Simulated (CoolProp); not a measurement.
Decamethylcyclopentasiloxane (D5) along the isotherm 620 K: Z from the reference equation and from simpler models built on Tc = 618.3 K, pc = 1078 kPa, ω = 0.631; each cubic takes its own stable root.

Values from CoolProp's reference Helmholtz-energy equation of state, Thol 2019.

```tsv
p (kPa)	phase	reference	van der Waals	Soave-Redlich-Kwong	Peng-Robinson
207	gas	0.9288	0.9404	0.9324	?
414	gas	?	0.8735	0.8576	0.8437
622	gas	0.7564	0.7949	0.7715	0.7513
829	gas	?	0.6961	0.6662	0.6407
1040	gas	0.4588	0.5288	0.4985	?
1240	supercritical	0.2021	0.3050	0.2632	0.2390
1450	supercritical	0.2182	?	0.2755	?
1660	supercritical	0.2392	0.3559	0.2963	0.2673
1870	supercritical	0.2615	0.3867	0.3192	?
2070	supercritical	0.2831	0.4167	0.3418	0.3077
2280	supercritical	0.3060	0.4484	0.3658	?
2490	supercritical	0.3288	0.4801	0.3898	0.3506
2690	supercritical	0.3505	0.5103	0.4126	0.3710
```

Problem. Fill in the missing entries.

Solution. 
- 207, Peng-Robinson: 0.9252
- 414, reference: 0.8492
- 829, reference: 0.6416
- 1040, Peng-Robinson: 0.4699
- 1450, van der Waals: 0.3269
- 1450, Peng-Robinson: 0.2491
- 1870, Peng-Robinson: 0.2876
- 2280, Peng-Robinson: 0.3291
